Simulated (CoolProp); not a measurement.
The numbers come from the reference Helmholtz-energy equation of state, Lemmon 2006 in CoolProp. It is a short technical equation, of lower accuracy than the large ones.

**Question.** For R142b, give the phase and the density (kg/m³), expansivity (1/kK), conductivity (mW/(m K)) at 211 K and 180 kPa; 277.1 K and 6370 kPa.

**Answer.** 
- 211 K and 180 kPa: liquid; density 1310, expansivity 1.60, conductivity 115
- 277.1 K and 6370 kPa: liquid; density 1180, expansivity 1.86, conductivity 92.4

Thermal conductivity comes from a separate model (Huber 2003), an estimate that may be off by 10 % or more.
